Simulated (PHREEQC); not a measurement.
Dissolve 41 mmol/kgw FeCl3, 4.4 mmol/kgw ZnCl2 and 0.12 mmol/kgw NaHCO3 at 55 °C. Closed to the air; pH follows from the charge balance.

All values are PHREEQC results (ion-association model, phreeqc.dat), not measurements.

**Question.** The ionic strength comes out as 0.189 mol/kgw. What activity coefficients do FeOH+2, ZnCl3-, Fe(OH)2+, Fe2(OH)2+4, Fe3(OH)4+5 get?

**Answer.** FeOH+2 0.29, ZnCl3- 0.71, Fe(OH)2+ 0.74, Fe2(OH)2+4 0.0074, Fe3(OH)4+5 0.00047.

Precipitation was switched off in this run. The solution is supersaturated, for example in Hematite (slow to form), Goethite (slow to form), so a real one may precipitate; this is no full list. Complexes and solids missing from the database can't appear. Constants without temperature data keep their 25 °C values here.
